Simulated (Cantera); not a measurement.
Input: 1 mol PbO, 16 mol CO, 11 mol H2, held at 10000 Pa.

Cantera equilibrium calculation (NASA polynomials, part measured and part estimated; ideal gas, pure solids and liquids). Candidate condensed phases: C, C6H6, C7H8, C8H18, H2O, Pb, PbO, PbO2, Pb3O4; 113 gas species. Rates play no part.

x: gas mole fraction; n: condensed amount in mol.

```tsv
T (K)	x CO	x H2	x H	x Pb	x H2O	x CO2	x OH	n Pb(l)
1223	0.569	0.385	5.90e-7	0.00908	0.0183	0.0184	?	0.753
1323	0.556	0.373	3.06e-6	0.0352	0.0198	0.0159	?	0.0158
1423	0.557	0.371	1.28e-5	0.0357	0.0215	0.0142	?	0
1523	0.559	0.370	4.45e-5	0.0357	0.0229	0.0129	?	0
1623	0.560	0.369	0.000133	0.0357	0.0240	0.0117	?	0
1723	0.561	0.368	0.000350	0.0357	0.0249	0.0108	?	0
1823	0.561	0.367	0.000830	0.0357	0.0257	0.0100	?	0
1923	0.562	0.365	0.00180	0.0357	0.0263	0.00940	?	0
2023	0.562	0.364	0.00362	0.0356	0.0268	0.00885	?	0
2123	0.561	0.361	0.00682	0.0356	0.0271	0.00839	?	0
2223	0.560	0.357	0.0121	0.0355	0.0273	0.00800	?	0
2323	0.558	0.351	0.0204	0.0353	0.0274	0.00766	?	0
2423	0.555	0.342	0.0328	0.0351	0.0272	0.00736	?	0
2523	0.550	0.330	0.0505	0.0347	0.0267	0.00709	?	0
```

### Question
Some entries are withheld; supply them.

### Answer

- 1223, x OH: 2.52e-10
- 1323, x OH: 2.35e-9
- 1423, x OH: 1.61e-8
- 1523, x OH: 8.46e-8
- 1623, x OH: 3.61e-7
- 1723, x OH: 1.30e-6
- 1823, x OH: 4.04e-6
- 1923, x OH: 1.11e-5
- 2023, x OH: 2.78e-5
- 2123, x OH: 6.33e-5
- 2223, x OH: 0.000134
- 2323, x OH: 0.000265
- 2423, x OH: 0.000493
- 2523, x OH: 0.000868
